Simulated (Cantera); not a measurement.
An isothermal, constant-pressure homogeneous reactor starts with C₂H₆ : N₂ = 1 : 140 (molar parts), at 1900 K and 750 Torr.

Cantera simulation using GRI-Mech 3.0 (53 species, 325 reactions); the numbers are that mechanism's predictions, not measurements. GRI-Mech 3.0 stops at C3 and has no aromatics, soot or wall deposition, so with more carbon than oxygen in the feed, carbon stays in small species such as C2H2 where larger ones or solid carbon would form.

x: mole fraction; the columns are a selection and need not sum to one.

```
t (s)       x C₂H₆   x C₂H₄    x CH₂      x H     x CH₃     x CH₄
--------  --------  -------  -------  -------  --------  --------
1.00e-5    0.00233  0.00180  4.19e-5      ___   0.00461  0.000403
5.99e-5    2.30e-5  0.00125  1.57e-5      ___  0.000821   0.00125
0.000359   1.39e-6  7.78e-5  1.80e-6      ___  0.000191   0.00105
0.00215    3.26e-7  1.11e-5  6.38e-7  8.29e-5   9.11e-5  0.000728
0.0129     4.01e-8  2.30e-6  2.47e-7  8.96e-5   3.22e-5  0.000247
0.0774     1.24e-9  1.19e-6  4.57e-8  9.32e-5   5.68e-6   4.24e-5
0.464     1.53e-11  1.16e-6  4.80e-9  9.41e-5   5.88e-7   4.36e-6
2.78      4.31e-12  1.16e-6  1.99e-9  9.43e-5   2.42e-7   1.79e-6
16.7      4.71e-12  1.16e-6  2.16e-9  9.43e-5   2.63e-7   1.95e-6
100       6.09e-12  1.14e-6  2.67e-9  9.43e-5   3.26e-7   2.41e-6
```

Task: What belongs in the gaps?

Result: 
- 1.00e-5, x H: 0.000537
- 5.99e-5, x H: 0.000394
- 0.000359, x H: 0.000119
